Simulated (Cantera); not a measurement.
## Low-pressure radical oxidation in H2/O2

An isothermal, constant-pressure homogeneous reactor starts with 5.66 % H2, 94.3 % O2, equivalence ratio 0.030, at 1375 K and 0.00400 bar.

Model: the H2/O2 subset of GRI-Mech 3.0, which has no nitrogen chemistry, integrated in Cantera. Radical loss at walls, strong at low pressure, is not modelled. The temperature is held fixed by assumption; the heat of reaction is taken as removed at once.

```json
[
 {"t (s)": "0.000600", "x H2": "0.0566", "x O2": "0.943", "x H2O": "3.70e-7", "x OH": "2.90e-7", "x H": "1.74e-7", "x H2O2": "2.41e-10"},
 {"t (s)": "0.00123", "x H2": "0.0566", "x O2": "0.943", "x H2O": "5.79e-6", "x OH": "3.38e-6", "x H": "1.90e-6", "x H2O2": "9.71e-10"},
 {"t (s)": "0.00253", "x H2": "0.0555", "x O2": "0.943", "x H2O": "0.000742", "x OH": "0.000407", "x H": "0.000229", "x H2O2": "3.38e-9"},
 {"t (s)": "0.00521", "x H2": "0.00242", "x O2": "0.898", "x H2O": "0.0459", "x OH": "0.00780", "x H": "0.00883", "x H2O2": "2.86e-8"},
 {"t (s)": "0.0107", "x H2": "0.00106", "x O2": "0.896", "x H2O": "0.0487", "x OH": "0.00621", "x H": "0.00751", "x H2O2": "2.00e-8"},
 {"t (s)": "0.0220", "x H2": "0.00105", "x O2": "0.897", "x H2O": "0.0488", "x OH": "0.00617", "x H": "0.00734", "x H2O2": "2.00e-8"},
 {"t (s)": "0.0452", "x H2": "0.00102", "x O2": "0.898", "x H2O": "0.0491", "x OH": "0.00609", "x H": "0.00700", "x H2O2": "1.99e-8"},
 {"t (s)": "0.0929", "x H2": "0.000963", "x O2": "0.901", "x H2O": "0.0497", "x OH": "0.00593", "x H": "0.00637", "x H2O2": "1.98e-8"},
 {"t (s)": "0.191", "x H2": "0.000857", "x O2": "0.906", "x H2O": "0.0507", "x OH": "0.00561", "x H": "0.00526", "x H2O2": "1.96e-8"},
 {"t (s)": "0.392", "x H2": "0.000680", "x O2": "0.914", "x H2O": "0.0523", "x OH": "0.00502", "x H": "0.00362", "x H2O2": "1.88e-8"},
 {"t (s)": "0.806", "x H2": "0.000440", "x O2": "0.924", "x H2O": "0.0543", "x OH": "0.00406", "x H": "0.00183", "x H2O2": "1.69e-8"},
 {"t (s)": "1.66", "x H2": "0.000213", "x O2": "0.933", "x H2O": "0.0560", "x OH": "0.00284", "x H": "0.000600", "x H2O2": "1.32e-8"},
 {"t (s)": "3.41", "x H2": "7.75e-5", "x O2": "0.938", "x H2O": "0.0571", "x OH": "0.00172", "x H": "0.000129", "x H2O2": "8.59e-9"},
 {"t (s)": "7.00", "x H2": "2.36e-5", "x O2": "0.941", "x H2O": "0.0577", "x OH": "0.000949", "x H": "2.15e-5", "x H2O2": "4.72e-9"}
]
```
x: mole fraction; the columns are a selection and need not sum to one.

Equilibrium at this temperature and pressure: H2 2.92e-7, O2 0.942, H2O 0.0582, OH 0.000106, H 2.95e-8, H2O2 3.37e-10 (gas phase only).
